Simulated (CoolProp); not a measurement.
Vapour pressure (kPa) of R123: the reference equation beside estimates from Tc = 456.8 K, pc = 3662 kPa, ω = 0.282.

The numbers come from the reference Helmholtz-energy equation of state, Younglove 1994 in CoolProp. It is a modified Benedict-Webb-Rubin equation, recast in Helmholtz form.

```tsv
T (K)	reference	Lee-Kesler	van der Waals	Redlich-Kwong	Soave-Redlich-Kwong	Peng-Robinson
245.2	7.628	7.439	162.0	20.98	7.597	8.019
270	28.21	27.72	291.4	63.90	28.01	28.78
294.9	80.86	80.23	479.2	155.4	80.44	81.14
319.8	191.4	191.4	734.3	320.4	191.3	190.7
344.7	393.2	394.7	1065	585.0	395.0	391.1
369.5	723.4	726.6	1477	973.2	730.7	721.1
394.4	1229	1233	1979	1512	1246	1230
419.3	1961	1964	2575	2222	1991	1971
```

Absolute difference from the reference over all 8 rows, mean and median: Lee-Kesler 0.8 and 0.4 %, van der Waals 512.5 and 227.3 %, Redlich-Kwong 72.6 and 58.1 %, Soave-Redlich-Kwong 0.8 and 0.6 %, Peng-Robinson 1.2 and 0.4 %.
